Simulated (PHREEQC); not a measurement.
1 kg of water holding 30 mmol/kgw NaCl and 150 mmol/kgw NaHCO3 meets 20 L of dry gas (CH4 1 by moles) at fixed total pressure, at 60 °C; fugacities by Peng-Robinson. The gases take part in no redox reaction, some water evaporates into the gas, and hydrates or a liquid gas phase aren't modelled. Precipitation was switched off in this run.

Computed with PHREEQC (ion-association model, phreeqc.dat).

Problem. Predict dissolved CH4 (mol/kgw), φ of CH4 at P (atm) = 2, 5, 75, 300.

Solution. 
```tsv
P (atm)	dissolved CH4 (mol/kgw)	φ of CH4
2	0.00176	0.997
5	0.00466	0.992
75	0.0606	0.901
300	0.159	0.770
```

Complexes and solids missing from the database can't appear. At this temperature some constants are extrapolated from 25 °C, and those without enthalpy data are left unchanged.
